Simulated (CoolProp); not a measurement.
Model: reference Helmholtz-energy equation of state, Polt 1992, in CoolProp. This equation is an older, rougher fit.

Question: For propyne, give the phase and the cp (kJ/(kg K)), speed of sound (m/s) at 321.8 K and 0.374 MPa; 435.9 K and 0.374 MPa.

Answer: 
- 321.8 K and 0.374 MPa: gas; cp 1.69, speed of sound 267
- 435.9 K and 0.374 MPa: gas; cp 1.93, speed of sound 314
